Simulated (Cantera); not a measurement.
Si + HBr + H2 (silicon etching in halogen gases)

A closed system holds: 1 mol Si, 6.2 mol HBr, 43 mol H2, equilibrated at 13.3 mbar.

Cantera equilibrium calculation (NASA polynomials, part measured and part estimated; ideal gas, pure solids and liquids). Candidate condensed phases: Br2, Si; 19 gas species. The tables' values for SiBr3, SiBr are old estimates; treat these amounts as uncertain. Equilibrium is a limit: real reactors are often held back by kinetics, nucleation or transport.

From 202 °C to 652 °C nothing is condensed. From 802 °C to 1252 °C the condensed part is Si(s). At 1402 °C nothing is condensed. The main Si-bearing gas is SiBr4 at 202 °C and SiBr2 at 1402 °C.

```json
[
 {"T (°C)": "202", "log p H2": "-1.90", "log p HBr": "-3.22", "log p SiBr4": "-3.56", "log p SiBr2": "<-13", "log p Br": "<-13", "n Si(s)": "0"},
 {"T (°C)": "352", "log p H2": "-1.90", "log p HBr": "-3.22", "log p SiBr4": "-3.56", "log p SiBr2": "-13.42", "log p Br": "-12.41", "n Si(s)": "0"},
 {"T (°C)": "502", "log p H2": "-1.91", "log p HBr": "-3.21", "log p SiBr4": "-3.56", "log p SiBr2": "-8.83", "log p Br": "-9.97", "n Si(s)": "0"},
 {"T (°C)": "652", "log p H2": "-1.91", "log p HBr": "-3.20", "log p SiBr4": "-3.58", "log p SiBr2": "-5.80", "log p Br": "-8.31", "n Si(s)": "0"},
 {"T (°C)": "802", "log p H2": "-1.91", "log p HBr": "-3.07", "log p SiBr4": "-3.81", "log p SiBr2": "-4.11", "log p Br": "-6.97", "n Si(s)": "0.0626"},
 {"T (°C)": "952", "log p H2": "-1.92", "log p HBr": "-2.93", "log p SiBr4": "-4.75", "log p SiBr2": "-3.70", "log p Br": "-5.92", "n Si(s)": "0.157"},
 {"T (°C)": "1102", "log p H2": "-1.92", "log p HBr": "-2.93", "log p SiBr4": "-5.95", "log p SiBr2": "-3.61", "log p Br": "-5.21", "n Si(s)": "0.0809"},
 {"T (°C)": "1252", "log p H2": "-1.92", "log p HBr": "-2.95", "log p SiBr4": "-6.97", "log p SiBr2": "-3.58", "log p Br": "-4.65", "n Si(s)": "0.0159"},
 {"T (°C)": "1402", "log p H2": "-1.92", "log p HBr": "-2.97", "log p SiBr4": "-7.83", "log p SiBr2": "-3.57", "log p Br": "-4.20", "n Si(s)": "0"}
]
```
log p: log10 of the partial pressure in bar; n: condensed amount in mol.
